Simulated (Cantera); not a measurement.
Input (Python, Cantera) and output of one run.

```python
import numpy as np
import cantera as ct

gas_names = """
    H HO2 H2 H2O H2O2 Hg O OH O2 O3
""".split()
cond_names = """
    H2O(s) H2O(L) Hg(cr) Hg(L) HgO(s)
""".split()


# ... load() reads the species with a 1 bar reference pressure and builds the phases ...
atoms = {
    'HgO': {'Hg': 1, 'O': 1},
    'H2': {'H': 2},
}
top_T = {}  # K; cautious upper limits of use, not melting points


# ... equilibrate(T, P, feed) seeds the gas with the atoms and calls Mixture.equilibrate('TP', solver="vcs", rtol=1e-11, max_steps=5000) ...
results = []
feed = {'HgO': 1, 'H2': 0.5}  # mol
P = 13332.2  # Pa
for T in [475, 575, 675, 775, 875, 975, 1075, 1175, 1275]:
    mix = equilibrate(T, P, feed)
    results.append((T, P, feed, dict(zip(mix.species_names, mix.species_moles))))
    x = sorted(zip(gas.X, gas.species_names), reverse=True)
    print(f"T = {T:g} K  P = {P:g} Pa  gas = {mix.phase_moles(0):.4g} mol")
    print("   x: " + "  ".join(f"{s} {v:.3e}" for v, s in x if v > 0.0001))
    print("   condensed (mol): " + ("  ".join(f"{mix.phase(i).name} {mix.phase_moles(i):.4g}"
          for i in range(1, mix.n_phases) if mix.phase_moles(i) > 1e-12) or "none"))
```

Output:

```
T = 475 K  P = 13332.2 Pa  gas = 0.6112 mol
   x: H2O 8.180e-01  Hg 1.820e-01
   condensed (mol): Hg(L) 0.3888  HgO(s) 0.5
T = 575 K  P = 13332.2 Pa  gas = 1.003 mol
   x: Hg 5.005e-01  H2O 4.984e-01  O2 1.049e-03
   condensed (mol): HgO(s) 0.4979
T = 675 K  P = 13332.2 Pa  gas = 1.75 mol
   x: Hg 5.714e-01  H2O 2.857e-01  O2 1.429e-01
   condensed (mol): none
T = 775 K  P = 13332.2 Pa  gas = 1.75 mol
   x: Hg 5.714e-01  H2O 2.857e-01  O2 1.429e-01
   condensed (mol): none
T = 875 K  P = 13332.2 Pa  gas = 1.75 mol
   x: Hg 5.714e-01  H2O 2.857e-01  O2 1.429e-01
   condensed (mol): none
T = 975 K  P = 13332.2 Pa  gas = 1.75 mol
   x: Hg 5.714e-01  H2O 2.857e-01  O2 1.429e-01
   condensed (mol): none
T = 1075 K  P = 13332.2 Pa  gas = 1.75 mol
   x: Hg 5.714e-01  H2O 2.857e-01  O2 1.429e-01
   condensed (mol): none
T = 1175 K  P = 13332.2 Pa  gas = 1.75 mol
   x: Hg 5.714e-01  H2O 2.857e-01  O2 1.429e-01
   condensed (mol): none
T = 1275 K  P = 13332.2 Pa  gas = 1.75 mol
   x: Hg 5.714e-01  H2O 2.857e-01  O2 1.429e-01
   condensed (mol): none
```

These are equilibrium values from Cantera (NASA tables, ideal gas, pure condensed phases), not measurements of a reactor.
